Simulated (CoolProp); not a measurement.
Vapour-liquid equilibrium of carbon dioxide (1) + isopentane (2) at 229.6 K; x and y are mole fractions of (1).

The numbers come from the multi-fluid Helmholtz-energy mixture model, Span 1996 and Lemmon 2006; pair parameters Kunz 2012 in CoolProp.

Q: Give the bubble pressure and the first vapour's composition at x = 0.425, 0.575, 0.8. Is there an azeotrope?

A: x = 0.425: 539.1 kPa, y = 0.994; x = 0.575: 617.1 kPa, y = 0.995; x = 0.8: 723.7 kPa, y = 0.997. No azeotrope shows between x = 0.05 and 0.95.

The pair parameters rest on a limited set of measurements; away from them the model extrapolates. With so large a gap from Raoult's law the liquid may split in two, which this calculation doesn't test in full.
